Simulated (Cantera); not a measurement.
## TiO2 + C + H2 (carbothermic reduction)

Input: 1 mol TiO2, 6 mol C, 5.5 mol H2, held at 22000 Pa.

Method: chemical equilibrium by Gibbs-energy minimisation in Cantera with the NASA 1993 tables (ideal gas, pure condensed phases). Candidate condensed phases: C, C6H6, C7H8, C8H18, H2O, Ti, TiC, TiO, TiO2, Ti2O3, Ti3O5, Ti4O7; 113 gas species. TiC: taken at fixed stoichiometry. Kinetics and transport are ignored.

From 2050 K to 2550 K the condensed part is C(graphite) + TiC(s).

| T (K) | log p H2 | log p CO | log p H | log p C2H2 (acetylene) | log p C2H | log p C4H2 | log p CH4 | log p CH3 | n C(graphite) | n TiC(s) |
|---|---|---|---|---|---|---|---|---|---|---|
| 2050 | -0.79 | -1.23 | -3.04 | -3.77 | -7.67 | -7.14 | -5.02 | -5.97 | 2.99 | 1.00 |
| 2100 | -0.80 | -1.23 | -2.90 | -3.64 | -7.33 | -6.87 | -5.07 | -5.89 | 2.98 | 1.00 |
| 2150 | -0.80 | -1.23 | -2.77 | -3.51 | -7.01 | -6.61 | -5.13 | -5.82 | 2.98 | 1.00 |
| 2200 | -0.80 | -1.23 | -2.65 | -3.39 | -6.70 | -6.37 | -5.18 | -5.75 | 2.97 | 1.000 |
| 2250 | -0.80 | -1.23 | -2.53 | -3.28 | -6.41 | -6.14 | -5.23 | -5.68 | 2.96 | 1.000 |
| 2300 | -0.80 | -1.24 | -2.42 | -3.17 | -6.13 | -5.92 | -5.28 | -5.61 | 2.95 | 1.000 |
| 2350 | -0.81 | -1.24 | -2.31 | -3.06 | -5.86 | -5.71 | -5.32 | -5.56 | 2.94 | 1.000 |
| 2400 | -0.81 | -1.24 | -2.20 | -2.97 | -5.60 | -5.51 | -5.37 | -5.50 | 2.92 | 1.000 |
| 2450 | -0.81 | -1.24 | -2.10 | -2.87 | -5.35 | -5.32 | -5.42 | -5.45 | 2.91 | 1.000 |
| 2500 | -0.82 | -1.24 | -2.01 | -2.79 | -5.12 | -5.14 | -5.46 | -5.40 | 2.88 | 1.000 |
| 2550 | -0.83 | -1.24 | -1.92 | -2.70 | -4.89 | -4.96 | -5.51 | -5.36 | 2.86 | 1.000 |
log p: log10 of the partial pressure in bar; n: condensed amount in mol.
